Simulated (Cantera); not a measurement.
Thermodynamics of boron, boron nitride and boron oxide, feed BCl₃ + H₂O

Input: 1 mol BCl₃, 0.15 mol H₂O, equilibrated at 0.0100 bar.

Cantera equilibrium calculation (NASA polynomials, part measured and part estimated; ideal gas, pure solids and liquids). Candidate condensed phases: B, B₂O₃, B₃O₃H₃, H₂O; 33 gas species. The tables' values for BOCl, BCl₂ are old estimates; treat these amounts as uncertain. Kinetics and transport are ignored.

```tsv
T (°C)	x BCl₃	x HCl	x B₃O₃Cl₃	x BOCl
575	0.708	0.250	0.0417	3.52e-8
625	0.708	0.250	0.0417	2.08e-7
675	0.708	0.250	0.0417	1.02e-6
725	0.708	0.250	0.0417	4.24e-6
775	0.708	0.250	0.0417	1.54e-5
825	0.708	0.250	0.0416	4.94e-5
875	0.708	0.250	0.0416	0.000143
925	0.708	0.250	0.0415	0.000380
975	0.708	0.250	0.0413	0.000928
1025	0.707	0.249	0.0409	0.00211
1075	0.706	0.249	0.0400	0.00449
1125	0.704	0.248	0.0384	0.00898
1175	0.699	0.246	0.0354	0.0169
```
x: gas mole fraction; nothing condenses.

From 575 °C to 1175 °C nothing is condensed. The main B-bearing gas is BCl₃ throughout.
